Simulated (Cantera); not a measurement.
A closed system holds: 1 mol acetone, a varied amount of CO2, 98 mol H2, equilibrated at 1977 °C and 75.0 Torr.

Method: chemical equilibrium by Gibbs-energy minimisation in Cantera with the NASA 1993 tables (ideal gas, pure condensed phases). Candidate condensed phases: C, C6H6, C7H8, C8H18, H2O; 110 gas species. The feed counts by its element totals alone. Rates play no part.

x: gas mole fraction; n: condensed amount in mol.

```tsv
n(CO2) (mol)	x H2	x CO	x H	x H2O	n C(graphite)
0.022	0.964	0.0101	0.0231	4.74e-8	1.31
0.043	0.963	0.0105	0.0230	4.93e-8	1.28
0.082	0.962	0.0113	0.0230	5.27e-8	1.25
0.16	0.961	0.0128	0.0230	5.96e-8	1.17
0.31	0.958	0.0156	0.0230	7.27e-8	[?]
0.6	0.953	0.0211	0.0229	9.77e-8	[?]
1.2	0.942	0.0322	0.0228	1.47e-7	[?]
2.2	0.927	0.0484	0.0226	0.00184	0
4.3	0.890	0.0664	0.0222	0.0206	0
```

Problem. Fill in the missing entries.

Solution. 
- 0.31, n C(graphite): 1.02
- 0.6, n C(graphite): 0.728
- 1.2, n C(graphite): 0.128
